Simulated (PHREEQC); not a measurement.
A solution holds 3.4 mol NaBr, 0.095 mol KCl and 0.052 mol MgCl2 per kg of water, at 25 °C. Closed to the air; pH follows from the charge balance.

Equilibrium calculation in PHREEQC: Pitzer model, pitzer.dat.

```
Item                        Value
-------------------  ------------
ionic strength       3.65 mol/kgw
activity of water           0.861
density               1.241 g/cm³
osmotic coefficient         1.162
```

```
species  molality  activity   log γ
-------  --------  --------  ------
Br-          3.40      2.29  -0.172
Na+          3.40      3.88   0.058
Cl-         0.199     0.114  -0.241
K+         0.0950    0.0667  -0.154
Mg+2       0.0520     0.109   0.320
H+        3.39e-7   1.02e-6   0.478
MgOH+     3.12e-7   1.43e-7  -0.340
OH-       2.78e-8   8.55e-9  -0.512
```

No solid was allowed to form. Complexes and solids missing from the database can't appear.
